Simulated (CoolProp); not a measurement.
Ethylene along the isotherm 422.9 K: Z from the reference equation and from simpler models built on Tc = 282.4 K, pc = 5.042 MPa, ω = 0.087; each cubic takes its own stable root.

Computed with CoolProp (reference Helmholtz-energy equation of state, Smukala 2000).

```json
[
 {"p (MPa)": "2.8", "phase": "gas", "reference": "0.9516"},
 {"p (MPa)": "5.6", "phase": "supercritical", "reference": "0.9056"},
 {"p (MPa)": "8.4", "phase": "supercritical", "reference": "0.8644"},
 {"p (MPa)": "11.2", "phase": "supercritical", "reference": "0.8308"},
 {"p (MPa)": "14", "phase": "supercritical", "reference": "0.8079"},
 {"p (MPa)": "16.8", "phase": "supercritical", "reference": "0.7973"},
 {"p (MPa)": "19.6", "phase": "supercritical", "reference": "0.7988"},
 {"p (MPa)": "22.4", "phase": "supercritical", "reference": "0.8105"},
 {"p (MPa)": "25.2", "phase": "supercritical", "reference": "0.8300"}
]
```

### Question
How far does each simpler model (van der Waals, Soave-Redlich-Kwong, Peng-Robinson) lie from the reference over these 9 states: mean and median of the absolute difference, and the worst?

### Answer
- van der Waals: mean 3.8 %, median 2.9 %, worst -7.0 % at 422.9 K and 14 MPa
- Soave-Redlich-Kwong: mean 3.9 %, median 4.4 %, worst +6.4 % at 422.9 K and 22.4 MPa
- Peng-Robinson: mean 0.9 %, median 0.8 %, worst -1.7 % at 422.9 K and 8.4 MPa
